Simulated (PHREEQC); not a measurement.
Solution A (0.0055 mol NaHCO3, 0.00099 mol KOH and 0.071 mol KCl per kg of water) is mixed with solution B (0.0029 mol NaOH per kg of water) at 43 °C; shares are by mass of water, 1 kg in all. No CO2 enters from the air. Precipitation was switched off in this run.

Equilibrium calculation in PHREEQC: Pitzer model, pitzer.dat.

```
share of solution B     pH  HCO3- (mol/kgw)  CO3-2 (mol/kgw)
-------------------  -----  ---------------  ---------------
0                     9.18          0.00457         0.000926
0.1                      …          0.00386                …
0.2                   9.49          0.00316          0.00124
0.35                  9.74          0.00215          0.00142
0.45                  9.92          0.00154                …
0.55                 10.12          0.00100          0.00147
0.65                 10.33         0.000592          0.00133
0.8                  10.61         0.000227         0.000873
0.9                  10.75                …         0.000458
1                    10.89                0                0
```

Q: Fill in the missing entries.

A: 
- 0.1, pH: 9.34
- 0.1, CO3-2 (mol/kgw): 0.00109
- 0.45, CO3-2 (mol/kgw): 0.00149
- 0.9, HCO3- (mol/kgw): 9.21e-5

Species that the database lacks are ignored. Constants without temperature data keep their 25 °C values here.
